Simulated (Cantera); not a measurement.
Mixture: 4.28 % C2H4, 20.1 % O2, 60.3 % N2, 15.4 % H2O, at 0.987 atm, adiabatic and at constant volume. Ignition delay is the time to a rise of 400 K.

Detailed kinetics in Cantera: GRI-Mech 3.0 (53 species, 325 reactions). GRI-Mech 3.0 was tuned for natural gas; its chemistry of ethylene as a main component is partial and can be far from experiment.

Q: At T0 = 1498 K, what is the delay, and which 6 reactions control it most (d ln τ / d ln k, from doubling and halving each rate constant)?

A: The delay is 29.4 µs.
| reaction | d ln τ / d ln k | faster rate |
|---|---|---|
| H + O2 <=> O + OH | -0.40 | shortens it |
| C2H3 + O2 <=> CH2CHO + O | -0.39 | shortens it |
| C2H4 + O <=> CH2CHO + H | -0.34 | shortens it |
| C2H4 + O <=> CH3 + HCO | 0.25 | lengthens it |
| C2H4 + OH <=> C2H3 + H2O | -0.24 | shortens it |
| C2H3 + O2 <=> CH2O + HCO | 0.23 | lengthens it |
